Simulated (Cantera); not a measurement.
A freely propagating, adiabatic, planar premixed flame of H₂ : O₂ : N₂ = 1 : 0.179 : 0.857 (molar parts), equivalence ratio 2.8, unburnt at 425 K and 0.520 bar; mixture-averaged transport, grid criteria slope 0.08 and curve 0.16, no radiation.

Model: the H2/O2 subset of GRI-Mech 3.0, which has no nitrogen chemistry, integrated in Cantera. Burning velocities carry a grid error of a few per cent, more on coarse grids.

Question: What does this change do: O2 0.179 to 0.23 parts?

Answer: 
```
quantity                    before     after
------------------------  --------  --------
laminar burning velocity  345 cm/s  475 cm/s
thermal thickness          1.02 mm  0.936 mm
peak x(O)                  0.00132   0.00322
peak x(H)                   0.0598    0.0902
peak x(HO₂)               0.000196  0.000242
```
